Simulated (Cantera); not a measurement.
Cantera run:

```python
import numpy as np
import cantera as ct

gas_names = [...]  # 110 gases of nasa_gas.yaml made of C, H, O
cond_names = """
    C(gr) C6H6(L) C7H8(L) C8H18(L),n-octa H2O(s) H2O(L)
""".split()


# ... load() reads the species with a 1 bar reference pressure and builds the phases ...
atoms = {
    'n-butane': {'C': 4, 'H': 10},
    'CO2': {'C': 1, 'O': 2},
}
top_T = {'C(gr)': 4500}  # K; cautious upper limits of use, not melting points


# ... equilibrate(T, P, feed) seeds the gas with the atoms and calls Mixture.equilibrate('TP', solver="vcs", rtol=1e-11, max_steps=5000) ...
results = []
feed = {'n-butane': 1, 'CO2': 0.029}  # mol
P = 100000  # Pa
for T in [1375, 1450, 1525, 1600, 1675, 1750, 1825, 1900, 1975, 2050, 2125]:
    mix = equilibrate(T, P, feed)
    results.append((T, P, feed, dict(zip(mix.species_names, mix.species_moles))))
    x = sorted(zip(gas.X, gas.species_names), reverse=True)
    print(f"T = {T:g} K  P = {P:g} Pa  gas = {mix.phase_moles(0):.4g} mol")
    print("   x: " + "  ".join(f"{s} {v:.3e}" for v, s in x if v > 0.001))
    print("   condensed (mol): " + ("  ".join(f"{mix.phase(i).name} {mix.phase_moles(i):.4g}"
          for i in range(1, mix.n_phases) if mix.phase_moles(i) > 1e-12) or "none"))
```

Result:

```
T = 1375 K  P = 100000 Pa  gas = 5.033 mol
   x: H2 9.837e-01  CO 1.147e-02  CH4 4.816e-03
   condensed (mol): C(gr) 3.947
T = 1450 K  P = 100000 Pa  gas = 5.042 mol
   x: H2 9.853e-01  CO 1.148e-02  CH4 3.205e-03
   condensed (mol): C(gr) 3.955
T = 1525 K  P = 100000 Pa  gas = 5.047 mol
   x: H2 9.862e-01  CO 1.148e-02  CH4 2.219e-03
   condensed (mol): C(gr) 3.96
T = 1600 K  P = 100000 Pa  gas = 5.05 mol
   x: H2 9.868e-01  CO 1.148e-02  CH4 1.590e-03
   condensed (mol): C(gr) 3.963
T = 1675 K  P = 100000 Pa  gas = 5.052 mol
   x: H2 9.872e-01  CO 1.147e-02  CH4 1.174e-03
   condensed (mol): C(gr) 3.964
T = 1750 K  P = 100000 Pa  gas = 5.054 mol
   x: H2 9.873e-01  CO 1.147e-02
   condensed (mol): C(gr) 3.965
T = 1825 K  P = 100000 Pa  gas = 5.056 mol
   x: H2 9.872e-01  CO 1.147e-02
   condensed (mol): C(gr) 3.965
T = 1900 K  P = 100000 Pa  gas = 5.057 mol
   x: H2 9.868e-01  CO 1.147e-02
   condensed (mol): C(gr) 3.964
T = 1975 K  P = 100000 Pa  gas = 5.059 mol
   x: H2 9.861e-01  CO 1.146e-02  H 1.359e-03
   condensed (mol): C(gr) 3.962
T = 2050 K  P = 100000 Pa  gas = 5.062 mol
   x: H2 9.849e-01  CO 1.146e-02  H 2.251e-03  C2H2,acetylene 1.046e-03
   condensed (mol): C(gr) 3.958
T = 2125 K  P = 100000 Pa  gas = 5.066 mol
   x: H2 9.830e-01  CO 1.145e-02  H 3.600e-03  C2H2,acetylene 1.647e-03
   condensed (mol): C(gr) 3.953
```

Cantera equilibrium calculation (NASA polynomials, part measured and part estimated; ideal gas, pure solids and liquids).
